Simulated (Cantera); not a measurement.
What does this Cantera script print?

```python
import numpy as np
import cantera as ct

gas = ct.Solution("gri30.yaml")
gas.TPX = 1123, 101325, {'N2O': 1}
reactor = ct.IdealGasConstPressureReactor(gas, energy="off", clone=False)
net = ct.ReactorNet([reactor])
net.rtol, net.atol = 1e-08, 1e-18
show = ['N2O', 'O2', 'NO', 'N2', 'O']
times = np.geomspace(0.0003, 5, 10)

steps = ct.SolutionArray(gas, extra=["t"])
rows = []
print(f"{'t/s':>10s}{'T/K':>9s}{'P/Pa':>11s}" + "".join(f"{s:>11s}" for s in show))
for t in times:
    while net.time < t:
        t_next = net.step()
        steps.append(gas.state, t=t_next)
    rows.append([np.interp(t, steps.t, y) for y in (steps.T, steps.P, *steps(*show).X.T)])
    print(f"{t:10.3e}{rows[-1][0]:9.1f}{rows[-1][1]:11.4g}" + "".join(f"{x:11.3e}" for x in rows[-1][2:]))
rate = np.gradient(steps.T, steps.t)
print("integrator steps:", len(steps.t))
if steps.T.max() > steps.T[0] + 200:
    print(f"time of steepest temperature rise: {steps.t[rate.argmax()]:.4e} s")
gas.TPX = 1123, 101325, {'N2O': 1}
gas.equilibrate("TP")
print(f"equilibrium (TP): T = {gas.T:.1f} K  " + "  ".join(f"{s} {gas[s].X[0]:.3e}" for s in show))
```

Output:

```
       t/s      T/K       P/Pa        N2O         O2         NO         N2          O
 3.000e-04   1123.0  1.013e+05  9.999e-01  1.662e-05  2.732e-06  3.508e-05  4.753e-07
 8.835e-04   1123.0  1.013e+05  9.998e-01  4.980e-05  8.185e-06  1.042e-04  4.753e-07
 2.602e-03   1123.0  1.013e+05  9.995e-01  1.475e-04  2.423e-05  3.076e-04  4.752e-07
 7.663e-03   1123.0  1.013e+05  9.986e-01  4.349e-04  7.140e-05  9.060e-04  4.751e-07
 2.257e-02   1123.0  1.013e+05  9.958e-01  1.279e-03  2.096e-04  2.664e-03  4.747e-07
 6.646e-02   1123.0  1.013e+05  9.878e-01  3.743e-03  6.111e-04  7.798e-03  4.732e-07
 1.957e-01   1123.0  1.013e+05  9.648e-01  1.083e-02  1.756e-03  2.256e-02  4.680e-07
 5.765e-01   1123.0  1.013e+05  9.018e-01  3.027e-02  4.858e-03  6.305e-02  4.527e-07
 1.698e+00   1123.0  1.013e+05  7.489e-01  7.752e-02  1.213e-02  1.613e-01  4.120e-07
 5.000e+00   1123.0  1.013e+05  4.704e-01  1.642e-01  2.410e-02  3.410e-01  3.189e-07
integrator steps: 638
equilibrium (TP): T = 1123.0 K  N2O 8.307e-09  O2 3.333e-01  NO 1.215e-04  N2 6.666e-01  O 2.539e-09
```

Model: GRI-Mech 3.0 (53 species, 325 reactions), integrated in Cantera. GRI-Mech 3.0 was tuned for natural gas; its chemistry of N2O as a main component is partial and can be far from experiment. The mechanism lacks the step 2 NO + O2 → 2 NO2, which can matter for NO2 below about 1400 K. The temperature is held fixed by assumption; the heat of reaction is taken as removed at once.
